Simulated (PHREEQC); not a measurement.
Make-up at 36 °C: 0.044 mol MgCl2, 0.0002 mol Na2CO3 and 0.0013 mol H4SiO4 per kg of water. Closed to the air; pH follows from the charge balance.

All values are PHREEQC results (Pitzer model, pitzer.dat), not measurements.

No solid was allowed to form.

Question: Order these C species by the share of C that they hold, largest first: MgCO3, CO3-2, CO2, HCO3-.

Answer: HCO3- (79 %), MgCO3 (16 %), CO3-2 (5.0 %), CO2 (0.34 %)

The pH is 8.51 and the ionic strength 0.132 mol/kgw. The solution is supersaturated, for example in Magnesite (slow to form), so a real one may precipitate; this is no full list. Complexes and solids missing from the database can't appear. Constants without temperature data keep their 25 °C values here.
